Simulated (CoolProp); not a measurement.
Vapour-liquid equilibrium of propylene (1) + n-heptane (2) at 284 K; x and y are mole fractions of (1).

Values from CoolProp's multi-fluid Helmholtz-energy mixture model, Lemmon 2013 and Span 2003; pair parameters Bell 2016.

| x | bubble pressure, mixture model (kPa) | bubble pressure, Raoult's law (kPa) | y, mixture model | y, Raoult's law |
|---|---|---|---|---|
| 0.05 | 40.34 | 42.59 | 0.931 | 0.936 |
| 0.2 | 175.3 | 161.7 | 0.985 | 0.986 |
| 0.35 | 316.7 | 280.9 | 0.993 | 0.993 |
| 0.5 | 441.1 | 400.0 | 0.995 | 0.996 |
| 0.65 | 545.3 | 519.1 | 0.997 | 0.998 |
| 0.8 | 641.7 | 638.2 | 0.998 | 0.999 |
| 0.95 | 752.1 | 757.4 | 0.999 | 1.000 |

The largest gap from Raoult's law is +12.7 % in bubble pressure, at x = 0.35. No azeotrope shows between x = 0.05 and 0.95.

Pair parameters are fitted to limited data, so mixtures are less certain than the pure fluids. The gap from Raoult's law changes sign with composition, which may be real or a fault of the pair parameters; it wasn't checked against measurements.
